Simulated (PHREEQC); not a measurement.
**Acid mine or pickling water: an equilibrium model**

Synthetic water in mg/L, 30 °C, pH 3.48, pe 9.1:

```csv
constituent,mg/L
Na,1000
K,64.4
Ca,79.4
Mg,158
Cl,300
S(6) as SO4,2720
Si as SiO2,42.3
```

Valence states are taken as typed.

Computed with PHREEQC (ion-association model, phreeqc.dat).

Each row changes one thing in this solution. This is a speciation only: nothing precipitates in the calculation.

| case | ionic strength (mol/kgw) | SO4-2 (mol/kgw) | Mg+2 (mol/kgw) | MgSO4 (mol/kgw) | NaSO4- (mol/kgw) | Ca+2 (mol/kgw) | SI of Chalcedony (SiO2) |
|---|---|---|---|---|---|---|---|
| as made | 0.0804 | 0.0220 | 0.00330 | 0.00323 | 0.00188 | 0.00120 | +0.35 |
| S(6) from 2720 to 1360 mg/L | 0.0589 | 0.0102 | … | 0.00228 | 0.000975 | … | +0.35 |
| Ca from 79.4 to 39.7 mg/L | … | … | 0.00327 | 0.00326 | 0.00191 | 0.000596 | +0.35 |

### Question
Complete the blanks.

### Answer

- S(6) from 2720 to 1360 mg/L, Mg+2 (mol/kgw): 0.00424
- S(6) from 2720 to 1360 mg/L, Ca+2 (mol/kgw): 0.00146
- Ca from 79.4 to 39.7 mg/L, ionic strength (mol/kgw): 0.0798
- Ca from 79.4 to 39.7 mg/L, SO4-2 (mol/kgw): 0.0224

Species that the database lacks are ignored. Some of these states are supersaturated (in Quartz (slow to form), Chalcedony (slow to form), for instance).
